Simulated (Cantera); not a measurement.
Gas mixture: CH4 : CO2 : CH3OH = 0.73 : 0.91 : 0.2 (molar parts), at 82.5 Torr, frozen composition.

Cantera's kinetic-theory transport with the Lennard-Jones parameters of GRI-Mech 3.0, ideal gas; thermal conductivity in the mixture-averaged form. Polar gases are described roughly by these parameters. The composition is frozen, though it would react at the higher temperatures.

One state of this run: ρ (kg/m³) = 0.0364; cp (J/kg/K) = 2201; μ (µPa s) = 40.1; λ (mW/m/K) = 123; Pr = 0.715; D (cm²/s) H2O = 21.4; D (cm²/s) NH3 = 20.3; D (cm²/s) H2 = 61.7. D: mixture-averaged diffusion coefficient of that species in the mixture.

Q: Which value of T (K) does it belong to?
A) 1150
B) 550
C) 700
D) 850

A: A, 1150
